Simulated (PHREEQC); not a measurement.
A PHREEQC speciation (ion-association model, phreeqc.dat) at 50 °C gives pH 2.61 and these molalities:

```
species   mol/kgw
-------  --------
SO4-2      0.0163
Fe+2       0.0158
FeSO4      0.0119
HSO4-     0.00358
H+        0.00293
Mn+2     0.000679
MnSO4    0.000521
FeHSO4+  0.000291
```

**Question.** What are the element totals, and what could have been dissolved in 1 kg of water to give them?

**Answer.** One answer among several that fit: totals Fe(2) 0.0280, Mn(2) 0.00120, S(6) 0.0326 mol/kgw, from 0.0034 mol/kgw H2SO4, 0.028 mol/kgw FeSO4 and 0.0012 mol/kgw MnSO4.

This is a speciation only: nothing precipitates in the calculation. At this temperature some constants are extrapolated from 25 °C, and those without enthalpy data are left unchanged.
